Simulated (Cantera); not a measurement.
A freely propagating, adiabatic, planar premixed flame of 8.46 % CH4, 19.2 % O2, 72.3 % N2, equivalence ratio 0.88, unburnt at 425 K and 1.00 bar; multicomponent transport, grid criteria slope 0.08 and curve 0.16, no radiation.

Model: GRI-Mech 3.0 (53 species, 325 reactions), integrated in Cantera. Burning velocities carry a grid error of a few per cent, more on coarse grids.

x: mole fraction of selected species; z is measured from the peak of heat release.

```json
[
 {"z (mm)": "-1.26", "T (K)": "425", "u (m/s)": "0.614", "x CH4": "0.0846", "x O2": "0.192", "x CO2": "1.02e-7", "x H": "<1e-8", "x NO2": "<1e-8", "x CH3": "<1e-8"},
 {"z (mm)": "-0.838", "T (K)": "426", "u (m/s)": "0.617", "x CH4": "0.0844", "x O2": "0.192", "x CO2": "2.16e-6", "x H": "<1e-8", "x NO2": "<1e-8", "x CH3": "4.38e-8"},
 {"z (mm)": "-0.628", "T (K)": "433", "u (m/s)": "0.627", "x CH4": "0.0839", "x O2": "0.191", "x CO2": "1.99e-5", "x H": "<1e-8", "x NO2": "<1e-8", "x CH3": "2.56e-7"},
 {"z (mm)": "-0.419", "T (K)": "486", "u (m/s)": "0.707", "x CH4": "0.0808", "x O2": "0.187", "x CO2": "0.000283", "x H": "<1e-8", "x NO2": "5.64e-8", "x CH3": "2.54e-6"},
 {"z (mm)": "-0.209", "T (K)": "869", "u (m/s)": "1.28", "x CH4": "0.0588", "x O2": "0.157", "x CO2": "0.00474", "x H": "4.71e-5", "x NO2": "1.01e-7", "x CH3": "0.000164"},
 {"z (mm)": "-0.105", "T (K)": "1276", "u (m/s)": "1.89", "x CH4": "0.0327", "x O2": "0.118", "x CO2": "0.0132", "x H": "0.000466", "x NO2": "2.71e-8", "x CH3": "0.00114"},
 {"z (mm)": "0", "T (K)": "1661", "u (m/s)": "2.48", "x CH4": "0.00750", "x O2": "0.0723", "x CO2": "0.0276", "x H": "0.00237", "x NO2": "<1e-8", "x CH3": "0.00136"},
 {"z (mm)": "0.105", "T (K)": "1816", "u (m/s)": "2.70", "x CH4": "0.000457", "x O2": "0.0470", "x CO2": "0.0429", "x H": "0.00458", "x NO2": "<1e-8", "x CH3": "0.000130"},
 {"z (mm)": "0.209", "T (K)": "1867", "u (m/s)": "2.77", "x CH4": "1.37e-5", "x O2": "0.0389", "x CO2": "0.0536", "x H": "0.00522", "x NO2": "<1e-8", "x CH3": "4.31e-6"},
 {"z (mm)": "0.419", "T (K)": "1930", "u (m/s)": "2.84", "x CH4": "…", "x O2": "…", "x CO2": "…", "x H": "…", "x NO2": "<1e-8", "x CH3": "<1e-8"},
 {"z (mm)": "0.838", "T (K)": "2005", "u (m/s)": "2.94", "x CH4": "<1e-8", "x O2": "…", "x CO2": "0.0689", "x H": "…", "x NO2": "<1e-8", "x CH3": "<1e-8"},
 {"z (mm)": "1.68", "T (K)": "2079", "u (m/s)": "3.04", "x CH4": "<1e-8", "x O2": "0.0282", "x CO2": "0.0730", "x H": "0.00161", "x NO2": "<1e-8", "x CH3": "<1e-8"},
 {"z (mm)": "3.35", "T (K)": "2138", "u (m/s)": "3.11", "x CH4": "<1e-8", "x O2": "0.0260", "x CO2": "0.0768", "x H": "0.000711", "x NO2": "1.43e-8", "x CH3": "<1e-8"}
]
```

Problem. Some entries are withheld; supply them.

Solution. 
- 0.419, x CH4: 2.21e-8
- 0.419, x O2: 0.0342
- 0.419, x CO2: 0.0633
- 0.419, x H: 0.00463
- 0.838, x O2: 0.0310
- 0.838, x H: 0.00310
